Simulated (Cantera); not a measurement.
Charge: 1 mol Si, 4.7 mol NF3, 29 mol N2, held at 1148 K and 32000 Pa.

Cantera equilibrium calculation (NASA polynomials, part measured and part estimated; ideal gas, pure solids and liquids). Candidate condensed phases: Si, Si3N4; 16 gas species. Equilibrium is a limit: real reactors are often held back by kinetics, nucleation or transport.

Base state: N2 0.778, F 0.144, F2 0.0531, SiF4 0.0248, NF3 0.000192 (mole fractions); condensed: gas only.

Q: What changes in the equilibrium state with this change: 0.88 mol Cl2 added?

A: 
```json
[
 {"species": "N2", "before": "0.778", "after": "0.768"},
 {"species": "F", "before": "0.144", "after": "0.124"},
 {"species": "ClF", "before": "0", "after": "0.0431"},
 {"species": "F2", "before": "0.0531", "after": "0.0398"},
 {"species": "SiF4", "before": "0.0248", "after": "0.0245"},
 {"species": "NF3", "before": "0.000192", "after": "0.000124"}
]
```

Q: What changes in the equilibrium state with this change: temperature from 1148 K to 1298 K?

A: 
```csv
species,before,after
N2,0.778,0.750
F,0.144,0.211
SiF4,0.0248,0.0239
F2,0.0531,0.0153
NF3,0.000192,6.26e-6
```
